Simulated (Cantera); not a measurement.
Input: 1 mol Cr₂O₃, 1400 mol H₂, 0.51 mol H₂O, at 7.50 Torr.

These are equilibrium values from Cantera (NASA tables, ideal gas, pure condensed phases), not measurements of a reactor. Candidate condensed phases: Cr, Cr₂O₃, H₂O; 13 gas species. Mutual solubility and eutectic melting of coexisting phases are not modelled. Kinetics and transport are ignored.

### Question
Which condensed phases are stable at each of these points (T (°C)): 702, 752, 802, 852, 902, 952, 1002, 1052, 1102, 1152, 1202?

### Answer
```
T (°C)  condensed phases  Cr condensed (%)
------  ----------------  ----------------
702             Cr₂O₃(s)             100.0
752             Cr₂O₃(s)             100.0
802             Cr₂O₃(s)             100.0
852             Cr₂O₃(s)             100.0
902             Cr₂O₃(s)             100.0
952             Cr₂O₃(s)             100.0
1002            Cr₂O₃(s)             100.0
1052            Cr₂O₃(s)              99.9
1102    Cr(s) + Cr₂O₃(s)              99.8
1152    Cr(s) + Cr₂O₃(s)              99.2
1202    Cr(s) + Cr₂O₃(s)              97.7
```

From 702 °C to 1052 °C the condensed part is Cr₂O₃(s). From 1102 °C to 1202 °C the condensed part is Cr(s) + Cr₂O₃(s).
